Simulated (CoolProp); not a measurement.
Model: reference Helmholtz-energy equation of state, Akasaka 2024, in CoolProp.

Question: Give the vapour pressure (bar), liquid density (kg/m³), vapour density (kg/m³), enthalpy of vaporisation (kJ/kg) of saturated R1132(E) at 292.7, 297.3, 306.4 K.

Answer: 
| T (K) | p (bar) | liquid density (kg/m³) | vapour density (kg/m³) | enthalpy of vaporisation (kJ/kg) |
|---|---|---|---|---|
| 292.7 | 14.4 | 937 | 47.9 | 223 |
| 297.3 | 16.2 | 920 | 54.6 | 216 |
| 306.4 | 20.4 | 883 | 70.5 | 200 |
